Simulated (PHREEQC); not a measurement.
Make-up at 25 °C: 0.2 mol/kgw HF, 0.021 mol/kgw NaF and 0.006 mol/kgw (NH4)2SiF6. Closed to the air; pH follows from the charge balance.

Equilibrium calculation in PHREEQC: ion-association model, wateq4f.dat.

No solid was allowed to form.

Q: Estimate the pH, ionic strength.

A: pH 2.29; ionic strength 0.0448 mol/kgw.

Q: In which forms is F present?

A: HF 45 %, H2F2 27 %, SiF6-2 14 %, F- 7.2 %, HF2- 6.5 % of the F.

Complexes and solids missing from the database can't appear. wateq4f.dat counts part of the HF as a dimer, H2F2, which phreeqc.dat doesn't know; its constant is uncertain. SiF6-2 is the database's only silicon fluoride.
